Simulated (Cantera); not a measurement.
Input (Python, Cantera) and output of one run.

```python
import numpy as np
import cantera as ct

gas_names = [...]  # 136 gases of nasa_gas.yaml made of C, H, N, O
cond_names = """
    C(gr) C6H6(L) C7H8(L) C8H18(L),n-octa H2O(s) H2O(L)
""".split()


# ... load() reads the species with a 1 bar reference pressure and builds the phases ...
atoms = {
    'CO': {'C': 1, 'O': 1},
    'H2O': {'H': 2, 'O': 1},
    'N2': {'N': 2},
}
top_T = {'C(gr)': 4500}  # K; cautious upper limits of use, not melting points


# ... equilibrate(T, P, feed) seeds the gas with the atoms and calls Mixture.equilibrate('TP', solver="vcs", rtol=1e-11, max_steps=5000) ...
results = []
T = 775  # K
P = 100000  # Pa
for m in [0.45, 0.72, 1.1, 1.8, 2.8, 4.5, 7.1, 11, 18, 28]:
    feed = {'CO': 1, 'H2O': 0.12, 'N2': m}  # mol
    mix = equilibrate(T, P, feed)
    results.append((T, P, feed, dict(zip(mix.species_names, mix.species_moles))))

top = {s: max(r[3][s] / sum(r[3][g] for g in gas_names) for r in results) for s in gas_names}
cols = sorted((s for s in top if top[s] > 1e-05), key=lambda s: -top[s])[:5]
seen = [c for c in cond_names if any(r[3].get(c, 0) > 1e-12 for r in results)]
print("log10 of partial pressures in bar; condensed amounts in mol")
print(f"{'n(N2)':>10s}" + "".join(f"{s[:9]:>10s}" for s in cols + seen))
for T, P, feed, n in results:
    ng = sum(n[g] for g in gas_names)
    print(f"{feed['N2']:10.4g}" + "".join(f"{np.log10(max(n[s] / ng * P / 1e5, 1e-99)):10.3f}" for s in cols)
          + "".join(f"{n.get(c, 0):10.4g}" for c in seen))
```

Output:

```
log10 of partial pressures in bar; condensed amounts in mol
     n(N2)        N2       CO2       H2O        CO        H2     C(gr)
      0.45    -0.394    -0.350    -1.164    -1.354    -1.464    0.4509
      0.72    -0.285    -0.447    -1.275    -1.402    -1.527    0.4469
       1.1    -0.207    -0.555    -1.400    -1.457    -1.598     0.442
       1.8    -0.139    -0.704    -1.574    -1.531    -1.698    0.4345
       2.8    -0.096    -0.856    -1.755    -1.607    -1.802    0.4258
       4.5    -0.063    -1.035    -1.971    -1.696    -1.929     0.414
       7.1    -0.042    -1.220    -2.196    -1.789    -2.062    0.4001
        11    -0.028    -1.406    -2.427    -1.882    -2.200     0.384
        18    -0.018    -1.624    -2.700    -1.991    -2.364    0.3622
        28    -0.012    -1.828    -2.957    -2.093    -2.519    0.3391
```

Cantera equilibrium calculation (NASA polynomials, part measured and part estimated; ideal gas, pure solids and liquids).
